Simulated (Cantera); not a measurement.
A closed system holds: 1 mol SiCl₄, 0.79 mol Cl₂, 4.6 mol H₂, at 850 °C and 13300 Pa.

Cantera equilibrium calculation (NASA polynomials, part measured and part estimated; ideal gas, pure solids and liquids). Candidate condensed phases: Si; 19 gas species. The tables' values for SiCl₃ are old estimates; treat these amounts as uncertain. The numbers say what is thermodynamically allowed, not how fast it happens.

Base state: H₂ 0.589, HCl 0.255, SiCl₄ 0.149, SiHCl₃ 0.00590, SiCl₃ 0.00150, SiCl₂ 0.000187, SiH₂Cl₂ 2.87e-5 (mole fractions); condensed: gas only.

**Question.** What changes in the equilibrium state with this change: temperature from 850 °C to 375 °C?

**Answer.** 
| species | before | after |
|---|---|---|
| H₂ | 0.589 | 0.596 |
| HCl | 0.255 | 0.247 |
| SiCl₄ | 0.149 | 0.156 |
| SiCl₃ | 0.00150 | 1.63e-9 |
| SiCl₂ | 0.000187 | <1e-9 |
